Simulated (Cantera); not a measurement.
Feed: 1 mol MgO, 4.8 mol O2, 0.36 mol CO2, at 10.0 Torr.

Equilibrium computed with Cantera from the NASA thermochemical tables; the gas is ideal and each condensed phase is pure. Candidate condensed phases: C, Mg, MgCO3, MgO; 15 gas species. Rates play no part. All values below are at 773 K.

Base state: O2 0.930, CO2 0.0698 (mole fractions); condensed: MgO(s).

Task: What changes in the equilibrium state with this change: MgO replaced by Fe2O3?

Result: 
| species | before | after |
|---|---|---|
| O2 | 0.930 | 0.930 |
| CO2 | 0.0698 | 0.0698 |
| MgO(s), mol | 1.00 | 0 |
| Fe2O3(s), mol | 0 | 1.00 |
Further candidate phases: Fe, Fe(CO)5, FeO, Fe2O3, Fe3O4.
